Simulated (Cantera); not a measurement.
A closed system holds: 1 mol SiH₄, 0.37 mol NH₃, 3.5 mol N₂, at 0.0720 bar.

Equilibrium computed with Cantera from the NASA thermochemical tables; the gas is ideal and each condensed phase is pure. Candidate condensed phases: Si, Si₃N₄; 18 gas species. Mutual solubility and eutectic melting of coexisting phases are not modelled. The tables' values for SiN are old estimates; treat these amounts as uncertain. Gases not in the tables: Si₂H₆ and higher silanes. Kinetics and transport are ignored.

x: gas mole fraction; n: condensed amount in mol.

| T (K) | x N₂ | x H₂ | x H | x Si | x SiH | x Si₂N | n Si₃N₄(s) | n Si(l) |
|---|---|---|---|---|---|---|---|---|
| 1400 | 0.542 | 0.458 | 1.23e-5 | 3.19e-11 | 2.89e-11 | <1e-12 | 0.333 | 0 |
| 1450 | 0.542 | 0.458 | 2.39e-5 | 2.47e-10 | 1.78e-10 | <1e-12 | 0.333 | 0 |
| 1500 | 0.542 | 0.458 | 4.44e-5 | 1.66e-9 | 9.71e-10 | 7.23e-12 | 0.333 | 0 |
| 1550 | 0.542 | 0.458 | 7.95e-5 | 9.91e-9 | 4.73e-9 | 6.99e-11 | 0.333 | 0 |
| 1600 | 0.542 | 0.458 | 0.000137 | 5.27e-8 | 2.08e-8 | 5.85e-10 | 0.333 | 0 |
| 1650 | 0.542 | 0.458 | 0.000229 | 2.53e-7 | 8.38e-8 | 4.29e-9 | 0.333 | 0 |
| 1700 | 0.541 | 0.458 | 0.000372 | 1.10e-6 | 3.10e-7 | 2.78e-8 | 0.333 | 0 |
| 1750 | 0.541 | 0.458 | 0.000587 | 4.42e-6 | 1.06e-6 | 1.62e-7 | 0.333 | 0 |
| 1800 | 0.541 | 0.458 | 0.000903 | 1.64e-5 | 3.39e-6 | 8.53e-7 | 0.333 | 0 |
| 1850 | 0.541 | 0.457 | ? | ? | ? | ? | 0.333 | 0 |
| 1900 | 0.572 | 0.426 | 0.00193 | 0.000175 | 2.66e-5 | 1.72e-5 | 0.129 | 0.612 |
| 1950 | 0.589 | 0.407 | 0.00273 | 0.000331 | 4.33e-5 | 2.76e-5 | 0 | 0.997 |
| 2000 | 0.589 | 0.406 | ? | ? | ? | ? | 0 | 0.995 |
| 2050 | 0.588 | 0.405 | 0.00538 | 0.00107 | 0.000111 | 6.42e-5 | 0 | 0.991 |

Complete the blanks.


- 1850, x H: 0.00136
- 1850, x Si: 5.64e-5
- 1850, x SiH: 1.01e-5
- 1850, x Si₂N: 4.09e-6
- 2000, x H: 0.00386
- 2000, x Si: 0.000605
- 2000, x SiH: 7.02e-5
- 2000, x Si₂N: 4.26e-5
